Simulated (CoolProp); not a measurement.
Vapour-liquid equilibrium of cyclohexane (1) + dimethyl carbonate (2) at 339.3 K; x and y are mole fractions of (1).

The numbers come from the multi-fluid Helmholtz-energy mixture model, Zhou 2014 and Zhou 2011; pair parameters Bell 2016 in CoolProp.

Question: Give the bubble pressure and the first vapour's composition at x = 0.15, 0.35, 0.95. Is there an azeotrope?

Answer: x = 0.15: 0.06761 MPa, y = 0.421; x = 0.35: 0.07794 MPa, y = 0.555; x = 0.95: 0.07043 MPa, y = 0.869. y crosses x between x = 0.55 and 0.65: the model has an azeotrope there.

Pair parameters are fitted to limited data, so mixtures are less certain than the pure fluids. With so large a gap from Raoult's law the liquid may split in two, which this calculation doesn't test in full.
